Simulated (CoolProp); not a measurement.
Vapour pressure (bar) of R123: the reference equation beside estimates from Tc = 456.8 K, pc = 36.62 bar, ω = 0.282.

The numbers come from the reference Helmholtz-energy equation of state, Younglove 1994 in CoolProp. It is a modified Benedict-Webb-Rubin equation, recast in Helmholtz form.

```json
[
 {"T (K)": "329.3", "reference": "2.556", "Lee-Kesler": "?", "van der Waals": "8.511", "Redlich-Kwong": "4.082", "Soave-Redlich-Kwong": "2.560"},
 {"T (K)": "336", "reference": "3.100", "Lee-Kesler": "3.109", "van der Waals": "9.404", "Redlich-Kwong": "4.796", "Soave-Redlich-Kwong": "3.109"},
 {"T (K)": "342.6", "reference": "?", "Lee-Kesler": "3.731", "van der Waals": "10.34", "Redlich-Kwong": "5.582", "Soave-Redlich-Kwong": "3.733"},
 {"T (K)": "349.3", "reference": "4.434", "Lee-Kesler": "4.453", "van der Waals": "11.35", "Redlich-Kwong": "6.469", "Soave-Redlich-Kwong": "4.460"},
 {"T (K)": "355.9", "reference": "5.238", "Lee-Kesler": "5.262", "van der Waals": "12.40", "Redlich-Kwong": "7.435", "Soave-Redlich-Kwong": "5.276"},
 {"T (K)": "362.6", "reference": "6.161", "Lee-Kesler": "6.190", "van der Waals": "13.53", "Redlich-Kwong": "8.513", "Soave-Redlich-Kwong": "?"},
 {"T (K)": "369.2", "reference": "7.185", "Lee-Kesler": "7.217", "van der Waals": "14.71", "Redlich-Kwong": "9.677", "Soave-Redlich-Kwong": "7.257"},
 {"T (K)": "375.8", "reference": "8.330", "Lee-Kesler": "8.364", "van der Waals": "15.95", "Redlich-Kwong": "10.95", "Soave-Redlich-Kwong": "8.423"},
 {"T (K)": "382.5", "reference": "9.627", "Lee-Kesler": "9.662", "van der Waals": "17.27", "Redlich-Kwong": "12.34", "Soave-Redlich-Kwong": "9.745"},
 {"T (K)": "389.1", "reference": "11.05", "Lee-Kesler": "11.08", "van der Waals": "18.64", "Redlich-Kwong": "13.84", "Soave-Redlich-Kwong": "11.19"},
 {"T (K)": "395.8", "reference": "12.64", "Lee-Kesler": "12.67", "van der Waals": "20.10", "Redlich-Kwong": "15.47", "Soave-Redlich-Kwong": "12.82"}
]
```

**Question.** Fill in the missing entries.

**Answer.** 
- 329.3, Lee-Kesler: 2.562
- 342.6, reference: 3.717
- 362.6, Soave-Redlich-Kwong: 6.215

Absolute difference from the reference over all 11 rows, mean and median: Lee-Kesler 0.4 and 0.4 %, van der Waals 130.0 and 119.6 %, Redlich-Kwong 39.3 and 38.2 %, Soave-Redlich-Kwong 0.8 and 0.9 %.
